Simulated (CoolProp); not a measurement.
Saturation properties of R1336mzz(E) (Tc = 403.5 K, pc = 2.779 MPa, ω = 0.413).

Computed with CoolProp (reference Helmholtz-energy equation of state, Akasaka 2023).

| T (K) | p (MPa) | liquid density (kg/m³) | liquid cp (kJ/(kg K)) | vapour Z |
|---|---|---|---|---|
| 263.8 | 0.04763 | 1422 | 1.206 | 0.9718 |
| 268.7 | 0.05977 | 1409 | 1.211 | 0.9667 |
| 273.6 | 0.07425 | ___ | 1.215 | 0.9610 |
| 278.5 | 0.09138 | 1383 | 1.220 | ___ |
| 283.4 | 0.1115 | 1369 | 1.225 | 0.9475 |
| 288.2 | 0.1344 | 1355 | 1.231 | 0.9400 |
| 293.1 | 0.1614 | 1341 | 1.237 | 0.9315 |
| 298 | 0.1924 | 1326 | ___ | 0.9223 |
| 302.9 | 0.2279 | 1311 | 1.250 | 0.9123 |
| 307.8 | 0.2681 | 1295 | 1.258 | 0.9015 |
| 312.7 | 0.3137 | 1279 | 1.267 | 0.8898 |
| 317.5 | 0.3638 | 1263 | 1.276 | 0.8775 |
| 322.4 | 0.4210 | 1246 | 1.286 | 0.8641 |
| 327.3 | 0.4848 | 1228 | 1.298 | 0.8497 |
| 332.2 | 0.5556 | 1209 | 1.311 | 0.8344 |

Problem. Fill in the missing entries.

Solution. 
- 273.6, liquid density (kg/m³): 1396
- 278.5, vapour Z: 0.9546
- 298, liquid cp (kJ/(kg K)): 1.243

It boils at 281.0 K under 1 atm.
